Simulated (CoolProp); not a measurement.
Vapour pressure (MPa) of R245fa: the reference equation beside estimates from Tc = 153.9 °C, pc = 3.651 MPa, ω = 0.378. Clausius-Clapeyron is anchored at 32.85 °C with a constant enthalpy of vaporisation of 25.02 kJ/mol.

Computed with CoolProp (reference Helmholtz-energy equation of state, Akasaka 2015).

```csv
T (°C),reference,Lee-Kesler,Clausius-Clapeyron,Redlich-Kwong
-13.65,0.02749,0.02717,0.03379,0.08539
1.85,0.05792,0.05763,0.06496,0.1515
17.35,0.1110,0.1110,0.1165,0.2498
32.85,0.1968,0.1974,0.1968,0.3879
48.35,0.3272,0.3285,0.3162,0.5737
63.85,0.5154,0.5172,0.4864,0.8146
79.35,0.7762,0.7777,0.7203,1.118
94.75,1.123,1.123,1.030,1.488
110.25,1.579,1.577,1.433,1.935
```

Absolute difference from the reference over all 9 rows, mean and median: Lee-Kesler 0.3 and 0.3 %, Clausius-Clapeyron 8.2 and 7.2 %, Redlich-Kwong 91.9 and 75.3 %.
